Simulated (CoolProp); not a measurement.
Saturated liquid density (kg/m³) of dodecamethylpentasiloxane (MD3M): the reference equation beside estimates from Tc = 628.0 K, pc = 954.0 kPa, ω = 0.730.

Model: reference Helmholtz-energy equation of state, Thol 2019, in CoolProp.

```tsv
T (K)	reference	Redlich-Kwong	Peng-Robinson
354.7	815.0	655.3	793.9
367.1	802.8	645.7	786.0
379.4	790.6	635.9	777.6
391.8	778.1	625.5	768.6
404.1	765.5	614.9	759.2
416.4	752.8	603.9	749.1
428.8	739.7	592.3	738.2
441.1	726.5	580.3	726.7
453.5	712.8	567.7	714.2
465.8	698.9	554.7	700.9
```

Absolute difference from the reference over all 10 rows, mean and median: Redlich-Kwong 19.9 and 19.7 %, Peng-Robinson 1.0 and 0.7 %.
